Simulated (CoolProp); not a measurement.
Model: reference Helmholtz-energy equation of state, Platzer 1990, in CoolProp. This equation is an older, rougher fit; its heat capacities, sound speeds and derivatives of the liquid may be far off and weren't checked against measurements.

**Question.** Give the vapour pressure (MPa), vapour density (kg/m³), surface tension (mN/m) of saturated CF4 (R14) at 186.3, 200 K.

**Answer.** 
```csv
T (K),p (MPa),vapour density (kg/m³),surface tension (mN/m)
186.3,0.919,63.7,5.08
200,1.55,112,3.08
```

Surface tension comes from a separate correlation (Mulero 2012).
